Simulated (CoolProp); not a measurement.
Vapour-liquid equilibrium of ethanol (1) + dimethyl carbonate (2) at 1.17 bar; x and y are mole fractions of (1).

Model: multi-fluid Helmholtz-energy mixture model, Schroeder 2014 and Zhou 2011; pair parameters Bell 2016, in CoolProp.

| x | bubble temperature (K) | y at the bubble point | dew temperature at overall composition x (K) | liquid density (mol/L) |
|---|---|---|---|---|
| 0.05 | ___ | 0.164 | 366.6 | ___ |
| 0.125 | 359.3 | 0.318 | 364.6 | 11.25 |
| 0.2 | 356.6 | 0.415 | 362.6 | 11.54 |
| 0.275 | ___ | ___ | 360.5 | 11.84 |
| 0.35 | 353.6 | 0.531 | 358.4 | 12.15 |
| 0.425 | 352.8 | 0.570 | 356.3 | 12.48 |
| 0.5 | 352.3 | 0.603 | 354.3 | 12.84 |
| 0.575 | 352.0 | 0.635 | 352.8 | 13.22 |
| 0.65 | 351.9 | 0.667 | 351.9 | 13.62 |
| 0.725 | 351.9 | ___ | 352.0 | 14.06 |
| 0.8 | 352.1 | ___ | 352.6 | 14.52 |
| 0.875 | 352.7 | 0.813 | 353.5 | ___ |
| 0.95 | 353.9 | 0.907 | 354.5 | 15.54 |

Problem. Complete the blanks.

Solution. 
- 0.05, bubble temperature (K): 363.5
- 0.05, liquid density (mol/L): 10.95
- 0.275, bubble temperature (K): 354.8
- 0.275, y at the bubble point: 0.482
- 0.725, y at the bubble point: 0.703
- 0.8, y at the bubble point: 0.749
- 0.875, liquid density (mol/L): 15.02

y crosses x between x = 0.65 and 0.725: the model has an azeotrope there.

The pair parameters rest on a limited set of measurements; away from them the model extrapolates.
